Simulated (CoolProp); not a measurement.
Dry air at 307.43 K and 6.31 MPa is throttled through a valve to 3.73 MPa with no heat exchange. Each further row changes one setting.

The numbers come from the reference Helmholtz-energy equation of state, Lemmon 2000 in CoolProp. It is a pseudo-pure fit of the blend.

```csv
case,temperature change (K),final phase,final density (kg/m³)
as stated,…,gas,…
outlet pressure 1.12 MPa,…,gas,…
outlet pressure 4.85 MPa,…,…,…
```

Question: What belongs in the gaps?

Answer: 
- as stated, temperature change (K): -4.7
- as stated, final density (kg/m³): 43.2
- outlet pressure 1.12 MPa, temperature change (K): -10.1
- outlet pressure 1.12 MPa, final density (kg/m³): 13.2
- outlet pressure 4.85 MPa, temperature change (K): -2.6
- outlet pressure 4.85 MPa, final phase: supercritical
- outlet pressure 4.85 MPa, final density (kg/m³): 55.8
